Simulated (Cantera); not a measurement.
Feed: 1 mol S, 5.1 mol H2O, held at 9100000 Pa.

Cantera equilibrium calculation (NASA polynomials, part measured and part estimated; ideal gas, pure solids and liquids). Candidate condensed phases: H2O, H2SO4, S; 19 gas species. The ideal-gas law is rough above about 30 bar. Rates play no part.

### Question
At 2148 K, list the 7 most abundant gas species with their mole fractions, and the condensed phases.

### Answer
H2O 0.756, H2 0.0908, SO2 0.0686, H2S 0.0514, S2 0.0214, SO 0.00522, SH 0.00428. Condensed: gas only.
